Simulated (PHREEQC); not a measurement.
## Reverse-osmosis permeate

A made-up water analysis in mg/L, 25 °C, pH 6.77, pe 9.6:

```csv
constituent,mg/L
Na,0.631
K,0.117
Ca,1.59
Mg,0.306
Cl,0.82
S(6) as SO4,3.56
Alkalinity as HCO3,0.841
B,0.0245
```

Valence states are taken as typed.

Equilibrium calculation in PHREEQC: ion-association model, phreeqc.dat.

This is a speciation only: nothing precipitates in the calculation.

Q: What charge-balance error does the model give?

A: charge-balance error 9.8 %.

Q: In which forms is C present?

A: HCO3- 73 %, CO2 27 % of the C.
